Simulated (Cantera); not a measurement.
Charge: 1 mol PbO, 1.8 mol CO, equilibrated at 10.0 mbar.

These are equilibrium values from Cantera (NASA tables, ideal gas, pure condensed phases), not measurements of a reactor. Candidate condensed phases: C, Pb, PbO, PbO2, Pb3O4; 15 gas species. Gases not in the tables: (PbO)n polymers. The numbers say what is thermodynamically allowed, not how fast it happens.

x: gas mole fraction; n: condensed amount in mol.

| T (°C) | x CO2 | x CO | x Pb | x PbO | x O2 | n Pb(l) |
|---|---|---|---|---|---|---|
| 625 | 0.555 | 0.444 | 0.000130 | 3.66e-11 | <1e-12 | 1.000 |
| 725 | 0.555 | 0.444 | 0.00155 | 3.60e-9 | <1e-12 | 0.997 |
| 825 | 0.549 | 0.439 | 0.0117 | 1.51e-7 | <1e-12 | 0.979 |
| 925 | 0.521 | 0.417 | 0.0624 | 3.37e-6 | <1e-12 | 0.880 |
| 1025 | 0.413 | 0.331 | 0.256 | 4.59e-5 | (withheld) | 0.381 |
| 1125 | 0.357 | 0.286 | 0.357 | 0.000179 | (withheld) | 0 |
| 1225 | 0.357 | 0.286 | 0.357 | 0.000433 | (withheld) | 0 |
| 1325 | 0.356 | 0.287 | 0.356 | 0.000932 | (withheld) | 0 |
| 1425 | 0.355 | 0.288 | 0.355 | 0.00182 | (withheld) | 0 |
| 1525 | 0.354 | 0.289 | 0.354 | 0.00327 | (withheld) | 0 |
| 1625 | 0.352 | 0.291 | 0.352 | 0.00545 | (withheld) | 0 |
| 1725 | 0.348 | 0.295 | 0.349 | 0.00849 | (withheld) | 0 |
| 1825 | 0.342 | 0.300 | 0.344 | 0.0124 | (withheld) | 0 |
| 1925 | 0.329 | 0.310 | 0.338 | 0.0167 | (withheld) | 0 |

Some entries are withheld; supply them.


- 1025, x O2: 3.37e-12
- 1125, x O2: 1.40e-10
- 1225, x O2: 3.51e-9
- 1325, x O2: 5.82e-8
- 1425, x O2: 6.87e-7
- 1525, x O2: 6.09e-6
- 1625, x O2: 4.22e-5
- 1725, x O2: 0.000236
- 1825, x O2: 0.00108
- 1925, x O2: 0.00396
